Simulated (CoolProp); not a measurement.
Values from CoolProp's reference Helmholtz-energy equation of state, Lemmon 2006. It is a short technical equation, of lower accuracy than the large ones.

Task: Give the vapour pressure (bar), liquid cp (kJ/(kg K)), vapour Z, surface tension (mN/m) of saturated C2F6 (R116) at 11.75 °C.

Result: 
| T (°C) | p (bar) | liquid cp (kJ/(kg K)) | vapour Z | surface tension (mN/m) |
|---|---|---|---|---|
| 11.75 | 24.9 | 2.10 | 0.514 | 0.502 |

Surface tension comes from a separate correlation (Mulero 2012).
